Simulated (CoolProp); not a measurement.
Values from CoolProp's reference Helmholtz-energy equation of state, Younglove 1994. It is a modified Benedict-Webb-Rubin equation, recast in Helmholtz form.

**Question.** Give the vapour pressure (MPa), vapour density (kg/m³), liquid cp (kJ/(kg K)), surface tension (mN/m) of saturated R123 at 96.05 °C.

**Answer.** 
```
T (°C)  p (MPa)  vapour density (kg/m³)  liquid cp (kJ/(kg K))  surface tension (mN/m)
------  -------  ----------------------  ---------------------  ----------------------
96.05     0.718                    42.9                   1.13                    7.29
```

Surface tension comes from a separate correlation (Mulero 2012).
